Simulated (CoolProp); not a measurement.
Properties of sulfur dioxide along the isotherm 184.35 °C.

Model: reference Helmholtz-energy equation of state, Gao 2016, in CoolProp.

| p (bar) | phase | Z | cp (kJ/(kg K)) | cv (kJ/(kg K)) |
|---|---|---|---|---|
| 1.11 | gas | 0.9960 | 0.7115 | 0.5791 |
| 1.97 | gas | 0.9930 | 0.7147 | 0.5802 |
| 3.5 | gas | 0.9875 | 0.7206 | 0.5823 |
| 6.22 | gas | 0.9776 | 0.7314 | 0.5860 |
| 11.1 | gas | 0.9595 | 0.7523 | ___ |
| 19.7 | gas | 0.9266 | ___ | 0.6060 |
| 35 | gas | 0.8643 | 0.8914 | ___ |
| 62.2 | gas | 0.7365 | ___ | 0.6943 |
| 111 | supercritical | 0.3968 | 4.614 | 0.8790 |
| 197 | supercritical | 0.3836 | 1.870 | 0.7741 |
| 350 | supercritical | 0.5843 | 1.458 | 0.7456 |

Problem. Complete the blanks.

Solution. 
- 11.1, cv (kJ/(kg K)): 0.5930
- 19.7, cp (kJ/(kg K)): 0.7942
- 35, cv (kJ/(kg K)): 0.6325
- 62.2, cp (kJ/(kg K)): 1.207

The peak of cp marks the crossing from liquid-like to gas-like fluid above the critical point.
